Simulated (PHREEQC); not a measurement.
A solution holds 0.25 mol KOH, 0.0031 mol KNO3 and 0.00012 mol KH2PO4 per kg of water, at 53 °C. Closed to the air; pH follows from the charge balance.

Model: ion-association model, phreeqc.dat, run in PHREEQC.

* **pH**: 12.42
* **ionic strength**: 0.254 mol/kgw
* **activity of water**: 0.991
* **specific conductance**: 88900 µS/cm
* **density**: 0.999 g/cm³
* **total alkalinity**: 250 meq/kg

| species | molality | activity | log γ |
|---|---|---|---|
| K+ | 0.253 | 0.172 | -0.167 |
| OH- | 0.250 | 0.169 | -0.171 |
| NO3- | 0.00310 | 0.00205 | -0.180 |
| PO4-3 | 0.000111 | 3.87e-6 | -1.459 |
| HPO4-2 | 7.68e-6 | 1.98e-6 | -0.589 |
| KHPO4- | 9.22e-7 | 6.65e-7 | -0.142 |

This is a speciation only: nothing precipitates in the calculation. Constants without temperature data keep their 25 °C values here.
